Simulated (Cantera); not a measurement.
A closed system holds: 1 mol CH4, 3.8 mol CO2, 29 mol H2, held at 852 °C and 13.3 mbar.

Equilibrium computed with Cantera from the NASA thermochemical tables; the gas is ideal and each condensed phase is pure. Kinetics and transport are ignored.

| species | before | after |
|---|---|---|
| H2 | 0.797 | 0.627 |
| H2O | 0.0685 | 0.206 |
| CH4 | 3.04e-7 | 0.120 |
| CO | 0.124 | 0.0356 |
| CO2 | 0.00971 | 0.0106 |
| C2H6 | <1e-9 | 1.08e-5 |
Gas species are given as mole fractions.

Problem. Name the change that produced these shifts.
(A) temperature from 852 °C to 1902 °C
(B) CO2 from 3.8 to 0.029 mol
(C) temperature from 852 °C to 2027 °C
(D) pressure from 13.3 mbar to 39.0 bar

Solution. D, pressure from 13.3 mbar to 39.0 bar. The ideal-gas law is rough above about 30 bar
